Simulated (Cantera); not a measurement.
Charge: 1 mol B, 10 mol NH3, 70 mol N2, 4.2 mol O2, equilibrated at 1.33 mbar.

Method: chemical equilibrium by Gibbs-energy minimisation in Cantera with the NASA 1993 tables (ideal gas, pure condensed phases). Candidate condensed phases: B, BN, B2O3, B3O3H3, H2O; 39 gas species. Kinetics and transport are ignored. All values below are at 1425 K.

Base state: N2 0.829, H2 0.0895, H2O 0.0708, HBO2 0.0109, H 5.59e-5, B2O3 5.03e-5 (mole fractions); condensed: gas only.

What changes in the equilibrium state with this change: B replaced by borazine?


```
species   before     after
-------  -------  --------
N2         0.829     0.797
H2        0.0895     0.147
HBO2      0.0109    0.0292
H2O       0.0708    0.0260
B2O3     5.03e-5  0.000976
HBO      4.63e-6   5.51e-5
H        5.59e-5   7.16e-5
```
The feed counts by its element totals alone.
